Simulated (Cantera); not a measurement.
Input: 1 mol B2O3, 5.1 mol HCl, 0.11 mol O2, 2 mol F2, equilibrated at 1848 K and 0.000140 bar.

Cantera equilibrium calculation (NASA polynomials, part measured and part estimated; ideal gas, pure solids and liquids). Candidate condensed phases: B, B2O3, B3O3H3, H2O; 56 gas species. The tables' values for BOCl are old estimates; treat these amounts as uncertain. Rates play no part.

### Question
What is the equilibrium state?

### Answer
```
Quantity                                  Value
------------------------------------  ---------
x(Cl)                                     0.276
x(HCl)                                    0.237
x(HF)                                     0.212
x(BOF)                                    0.191
x(O2)                                    0.0410
x(H2O)                                   0.0248
x(HBO2)                                 0.00867
x(O)                                    0.00324
x(OH)                                   0.00278
gas amount                            9.934 mol
log10 activity of B(s) (absent)          -10.58
log10 activity of B3O3H3(s) (absent)     -32.38
```
